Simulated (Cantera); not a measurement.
A Cantera script and what it prints.

```python
import numpy as np
import cantera as ct

gas_names = """
    CL CL2 H HCL H2 Si SiCL SiCL2 SiCL3 SiCL4 SiH SiHCL3 SiH2 SiH2CL2 SiH3 SiH3CL SiH4 Si2 Si3
""".split()
cond_names = """
    Si(cr) Si(L)
""".split()


# ... load() reads the species with a 1 bar reference pressure and builds the phases ...
atoms = {
    'Si': {'Si': 1},
    'HCl': {'H': 1, 'CL': 1},
    'H2': {'H': 2},
}
top_T = {}  # K; cautious upper limits of use, not melting points


# ... equilibrate(T, P, feed) seeds the gas with the atoms and calls Mixture.equilibrate('TP', solver="vcs", rtol=1e-11, max_steps=5000) ...
results = []
feed = {'Si': 1, 'HCl': 0.55, 'H2': 0.57}  # mol
P = 140000  # Pa
for T in [625, 725, 825, 925, 1025, 1125, 1225, 1325]:
    mix = equilibrate(T, P, feed)
    results.append((T, P, feed, dict(zip(mix.species_names, mix.species_moles))))

top = {s: max(r[3][s] / sum(r[3][g] for g in gas_names) for r in results) for s in gas_names}
cols = sorted((s for s in top if top[s] > 0.001), key=lambda s: -top[s])[:7]
seen = [c for c in cond_names if any(r[3].get(c, 0) > 1e-12 for r in results)]
print("log10 of partial pressures in bar; condensed amounts in mol")
print(f"{'T/K':>10s}" + "".join(f"{s[:9]:>10s}" for s in cols + seen))
for T, P, feed, n in results:
    ng = sum(n[g] for g in gas_names)
    print(f"{T:10.4g}" + "".join(f"{np.log10(max(n[s] / ng * P / 1e5, 1e-99)):10.3f}" for s in cols)
          + "".join(f"{n.get(c, 0):10.4g}" for c in seen))
```

Output:

```
log10 of partial pressures in bar; condensed amounts in mol
       T/K        H2     SiCL4       HCL    SiHCL3     SiCL2     SiCL3   SiH2CL2    Si(cr)
       625     0.070    -0.887    -4.089    -1.043    -8.546    -6.202    -2.466    0.8457
       725     0.071    -0.880    -3.260    -1.060    -6.694    -4.981    -2.398    0.8462
       825     0.070    -0.875    -2.636    -1.077    -5.298    -4.059    -2.352    0.8468
       925     0.069    -0.873    -2.150    -1.094    -4.210    -3.341    -2.322     0.848
      1025     0.067    -0.879    -1.764    -1.114    -3.343    -2.771    -2.304    0.8499
      1125     0.062    -0.896    -1.452    -1.142    -2.640    -2.313    -2.299    0.8526
      1225     0.054    -0.936    -1.201    -1.187    -2.069    -1.952    -2.313    0.8554
      1325     0.041    -1.016    -1.003    -1.263    -1.610    -1.681    -2.352    0.8563
```

These are equilibrium values from Cantera (NASA tables, ideal gas, pure condensed phases), not measurements of a reactor. The tables' values for SiCl3 are old estimates; treat these amounts as uncertain.
